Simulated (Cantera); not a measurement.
Input (Python, Cantera) and output of one run.

```python
import numpy as np
import cantera as ct

gas_names = """
    H H2 N NH NH2 NH3 N2 N2H2 N2H4 Pb Pb2
""".split()
cond_names = """
    Pb(cr) Pb(L)
""".split()


def load(file, names, dense=False):
    # The tables refer to 1 bar. Condensed volumes are neglected.
    table = {s.name: s for s in ct.Species.list_from_file(file)}
    out = []
    for n in names:
        d = dict(table[n].input_data)
        d["thermo"] = dict(d["thermo"], **{"reference-pressure": 1e5})
        if dense:
            d["equation-of-state"] = {"model": "constant-volume", "density": "1e6 g/cm^3"}
        out.append(ct.Species.from_dict(d))
    return out


gas = ct.Solution(thermo="ideal-gas", species=load("nasa_gas.yaml", gas_names))
cond = {s.name: ct.Solution(thermo="fixed-stoichiometry", species=[s], name=s.name)
        for s in load("nasa_condensed.yaml", cond_names, dense=True)}
atoms = {
    'Pb': {'Pb': 1},
    'H2': {'H': 2},
    'N2': {'N': 2},
}
top_T = {}  # K; cautious upper limits of use, not melting points


def equilibrate(T, P, feed):
    n = {}
    for name, mol in feed.items():
        for a, k in atoms[name].items():
            n[a] = n.get(a, 0.0) + k * mol
    gas.TPX = T, P, n
    mass = sum(n.values()) * gas.mean_molecular_weight
    gas.equilibrate("TP")
    valid = [c for c in cond.values() if c.min_temp <= T <= top_T.get(c.name, c.max_temp)]
    mix = ct.Mixture([(gas, mass / gas.mean_molecular_weight)] + [(c, 0.0) for c in valid])
    mix.T, mix.P = T, P
    mix.equilibrate("TP", solver="vcs", rtol=1e-11, max_steps=5000)
    return mix


results = []
feed = {'Pb': 1, 'H2': 0.26, 'N2': 0.87}  # mol
T = 1573  # K
P = 133.322  # Pa
mix = equilibrate(T, P, feed)
results.append((T, P, feed, dict(zip(mix.species_names, mix.species_moles))))
print(gas.report(threshold=0.001))
for i in range(1, mix.n_phases):
    print(f"{mix.phase(i).name:16s} {mix.phase_moles(i):12.5e} mol")
```

Output:

```
       temperature   1573 K
          pressure   133.32 Pa
           density   0.0011106 kg/m^3
  mean mol. weight   108.94 kg/kmol
   phase of matter   gas

                          1 kg             1 kmol
                     ---------------   ---------------
          enthalpy        1.1535e+06        1.2567e+08  J
   internal energy        1.0335e+06        1.1259e+08  J
           entropy            2600.3        2.8329e+05  J/K
    Gibbs function       -2.9367e+06       -3.1994e+08  J
 heat capacity c_p            262.81             28632  J/K
 heat capacity c_v            186.49             20317  J/K

                      mass frac. Y      mole frac. X     chem. pot. / RT
                     ---------------   ---------------   ---------------
                H2         0.0022548           0.12185           -27.467
                N2           0.10501           0.40837           -33.675
                Pb           0.89272           0.46939           -15.677
     [   +8 minor]         1.876e-05        0.00039269

Pb(L)             0.00000e+00 mol
```

These are equilibrium values from Cantera (NASA tables, ideal gas, pure condensed phases), not measurements of a reactor.
